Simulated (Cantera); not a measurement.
Charge: 1 mol Al(CH3)3, 0.84 mol O2, 4.6 mol N2, 0.75 mol NH3, at 7.50 Torr.

Cantera equilibrium calculation (NASA polynomials, part measured and part estimated; ideal gas, pure solids and liquids). Candidate condensed phases: Al, AlN, Al2O3, C, C6H6, C7H8, C8H18, H2O; 148 gas species. The feed counts by its element totals alone. The numbers say what is thermodynamically allowed, not how fast it happens.

At 1598 K, list the 7 most abundant gas species with their mole fractions, and the condensed phases.

H2 0.477, N2 0.379, CO 0.143, HCN 0.000860, H 0.000368, HNC 1.96e-5, C2H2 (acetylene) 1.28e-5. Condensed: AlN(s) + C(graphite).
